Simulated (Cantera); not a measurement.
Feed: 1 mol B, 0.1 mol O₂, 49 mol N₂, equilibrated at 1325 K and 2700 Pa.

These are equilibrium values from Cantera (NASA tables, ideal gas, pure condensed phases), not measurements of a reactor. Candidate condensed phases: B, BN, B₂O₃; 17 gas species. N₂ is the only nitrogen source here; it is nearly inert below about 1500 K, so the nitride shown seldom forms there in practice. Mutual solubility and eutectic melting of coexisting phases are not modelled. Kinetics and transport are ignored.

What is the equilibrium state?


```json
{
 "x(N₂)": "1.000",
 "x(B₂O₃)": "1.36e-5",
 "n(BN(s))": "0.867 mol",
 "n(B₂O₃(l))": "0.0660 mol",
 "gas_amount": "48.57 mol",
 "log10 activity of B(s) (absent)": "-4.50"
}
```
